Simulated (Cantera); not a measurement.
Standard-state values (1 bar) from the NASA 1993 polynomials, evaluated with Cantera. Values are per mole of reaction as written; species without (g) are pure solids or liquids, kept so even where they would boil at 1 bar.

CO2(g) + 8 S + 2 Na2CO3 → 2 Na2SO4 + 3 CS2(g), with ΔH° = 230.2 kJ and ΔS° = 264.9 J/K at 300 K.

Q: How far is the shortcut ΔG° ≈ ΔH°(300 K) − T·ΔS°(300 K) from the full temperature-dependent value at 573, 623, 673, 723, 773, 823, 873, 923, 973, 1023 K?

A: 
```csv
T (K),shortcut (kJ),full (kJ),difference (kJ),difference in log10 K,condensed phases
573,78.4,92.9,-14.5,1.32,"S(l), Na2CO3(s), Na2SO4(s)"
623,65.2,83.7,-18.6,1.56,"S(l), Na2CO3(s), Na2SO4(s)"
673,51.9,75.1,-23.2,1.80,"S(l), Na2CO3(s), Na2SO4(s)"
723,38.7,67.0,-28.3,2.05,"S(l), Na2CO3(s), Na2SO4(s)"
773,25.4,59.3,-33.9,2.29,"S(l), Na2CO3(s), Na2SO4(s)"
823,12.2,51.8,-39.6,2.52,"S(l), Na2CO3(s), Na2SO4(s)"
873,-1.1,44.5,-45.6,2.73,"S(l), Na2CO3(s), Na2SO4(s)"
923,-14.3,37.5,-51.8,2.93,"S(l), Na2CO3(s), Na2SO4(s)"
973,-27.6,30.7,-58.2,3.13,"S(l), Na2CO3(s), Na2SO4(s)"
1023,-40.8,24.1,-64.9,3.32,"S(l), Na2CO3(s), Na2SO4(s)"
```
The shortcut ignores heat capacities and the phase changes listed.
